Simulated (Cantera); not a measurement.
Input: 1 mol SiH2Cl2, 0.11 mol C2H4, 2.1 mol H2, at 1873.15 K and 0.170 bar.

These are equilibrium values from Cantera (NASA tables, ideal gas, pure condensed phases), not measurements of a reactor. Candidate condensed phases: C, C6H6, C7H8, C8H18, Si, SiC; 109 gas species. Mutual solubility and eutectic melting of coexisting phases are not modelled. The tables' values for SiCl3, SiCl are old estimates; treat these amounts as uncertain. Gases not in the tables: Si2H6 and higher silanes. Equilibrium is a limit: real reactors are often held back by kinetics, nucleation or transport.

Base state: H2 0.679, HCl 0.180, SiCl2 0.134, SiCl3 0.00448, H 0.00129, SiCl 0.000267, Cl 0.000260, SiHCl3 0.000238 (mole fractions); condensed: Si(l) + SiC(s).

### Question
What changes in the equilibrium state with this change: temperature from 1873.15 K to 2048 K?

### Answer
| species | before | after |
|---|---|---|
| H2 | 0.679 | 0.667 |
| HCl | 0.180 | 0.195 |
| SiCl2 | 0.134 | 0.129 |
| Si2C | 8.01e-7 | 1.48e-5 |
| Si | 5.20e-5 | 0.000445 |
| Si(l), mol | 0.179 | 0.204 |
| SiC(s), mol | 0.220 | 0.220 |
